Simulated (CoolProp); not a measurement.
Vapour-liquid equilibrium of carbon dioxide (1) + propylene (2) at -42.95 °C; x and y are mole fractions of (1).

Values from CoolProp's multi-fluid Helmholtz-energy mixture model, Span 1996 and Lemmon 2013; pair parameters Bell 2016.

```csv
x,bubble pressure (MPa),y at the bubble point,dew pressure at overall composition x (MPa),liquid density (mol/L)
0.05,0.2019,0.399,0.1310,14.68
0.15,0.3397,0.665,0.1458,15.36
0.25,0.4531,0.766,0.1642,16.09
0.35,0.5437,0.819,0.1879,16.90
0.45,0.6155,0.853,0.2192,17.79
0.55,0.6740,0.878,0.2629,18.79
0.65,0.7247,0.899,0.3274,19.93
0.75,0.7723,0.921,0.4309,21.24
0.85,0.8207,0.946,0.6086,22.78
0.95,0.8725,0.979,0.8278,24.59
```

No azeotrope shows between x = 0.05 and 0.95.

The pair parameters rest on a limited set of measurements; away from them the model extrapolates.
